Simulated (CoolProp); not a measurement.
Vapour-liquid equilibrium of dimethyl ether (1) + ethanol (2) at 284.2 K; x and y are mole fractions of (1).

Values from CoolProp's multi-fluid Helmholtz-energy mixture model, Wu 2011 and Schroeder 2014; pair parameters Bell 2016.

Give the bubble pressure and the first vapour's composition at x = 0.2, 0.35, 0.8. Is there an azeotrope?

x = 0.2: 0.1220 MPa, y = 0.976; x = 0.35: 0.1888 MPa, y = 0.986; x = 0.8: 0.3200 MPa, y = 0.996. No azeotrope shows between x = 0.05 and 0.95.

The pair parameters rest on a limited set of measurements; away from them the model extrapolates. With so large a gap from Raoult's law the liquid may split in two, which this calculation doesn't test in full.
